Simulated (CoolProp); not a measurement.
A Linde-Hampson liquefier for carbon monoxide: isothermal reversible compression at 200 K from 1 atm to 15 MPa, throttling to 1 atm, return gas leaving the recuperator 2 K below the feed. Each further row changes one setting.

Computed with CoolProp (reference Helmholtz-energy equation of state, Lemmon 2006). It is a short technical equation, of lower accuracy than the large ones.

| case | liquid yield per pass | compression work (kJ/kg of gas) |
|---|---|---|
| as stated | ? | 278 |
| high pressure 30 MPa | ? | ? |
| warm-end temperature 230 K | 0.147 | 330 |
| warm-end gap 7 K | 0.209 | 278 |

**Question.** Fill in the missing entries.

**Answer.** 
- as stated, liquid yield per pass: 0.221
- high pressure 30 MPa, liquid yield per pass: 0.276
- high pressure 30 MPa, compression work (kJ/kg of gas): 316
